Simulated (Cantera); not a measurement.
Equilibrium for boron, boron nitride and boron oxide: B₂O₃ + H₂O

Input: 1 mol B₂O₃, 0.16 mol H₂O, equilibrated at 2400 Pa.

These are equilibrium values from Cantera (NASA tables, ideal gas, pure condensed phases), not measurements of a reactor. Candidate condensed phases: B, B₂O₃, B₃O₃H₃, H₂O; 23 gas species. Gases not in the tables: H₃BO₃. Kinetics and transport are ignored.

From 1650 K to 1900 K the condensed part is B₂O₃(l). From 1950 K to 2000 K nothing is condensed.

```
T (K)  x B₂O₃  x HBO₂    x H₂O     x BO₂     x H₂      x BO      x O₂  n B₂O₃(l)
-----  ------  ------  -------  --------  -------  --------  --------  ---------
1650   0.0145   0.397    0.585  0.000312  0.00170   4.44e-7  0.000681      0.956
1700   0.0326   0.501    0.462  0.000650  0.00213   1.55e-6  0.000790      0.937
1750   0.0698   0.591    0.334   0.00126  0.00252   5.18e-6  0.000815      0.907
1800    0.143   0.640    0.211   0.00225  0.00277   1.69e-5  0.000702      0.861
1850    0.281   0.606    0.106   0.00358  0.00277   5.60e-5  0.000436      0.773
1900    0.531   0.430   0.0309   0.00456  0.00231  0.000212  0.000126      0.519
1950    0.730   0.254  0.00850   0.00489  0.00177  0.000659   3.67e-5          0
2000    0.729   0.251  0.00903   0.00667  0.00227   0.00112   5.49e-5          0
```
x: gas mole fraction; n: condensed amount in mol.
